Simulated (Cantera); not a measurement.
Feed: 1 mol Si, 1.2 mol HCl, 14 mol H2, equilibrated at 375 °C and 101000 Pa.

Method: chemical equilibrium by Gibbs-energy minimisation in Cantera with the NASA 1993 tables (ideal gas, pure condensed phases). Candidate condensed phases: Si; 19 gas species. Kinetics and transport are ignored.

Base state: H2 0.976, SiHCl3 0.0124, SiCl4 0.0105, SiH2Cl2 0.000846, HCl 6.46e-5, SiH3Cl 1.18e-5 (mole fractions); condensed: Si(s).

**Question.** What changes in the equilibrium state with this change: temperature from 375 °C to 902 °C?

**Answer.** 
```json
[
 {"species": "H2", "before": "0.976", "after": "0.961"},
 {"species": "HCl", "before": "6.46e-5", "after": "0.0216"},
 {"species": "SiHCl3", "before": "0.0124", "after": "0.00759"},
 {"species": "SiCl4", "before": "0.0105", "after": "0.00723"},
 {"species": "SiCl2", "before": "2.42e-9", "after": "0.00110"},
 {"species": "SiCl3", "before": "1.96e-7", "after": "0.000904"},
 {"species": "SiH3Cl", "before": "1.18e-5", "after": "3.74e-5"},
 {"species": "SiH2Cl2", "before": "0.000846", "after": "0.00102"},
 {"species": "Si(s), mol", "before": "0.648", "after": "0.733"}
]
```
The tables' values for SiCl3 are old estimates; treat these amounts as uncertain.
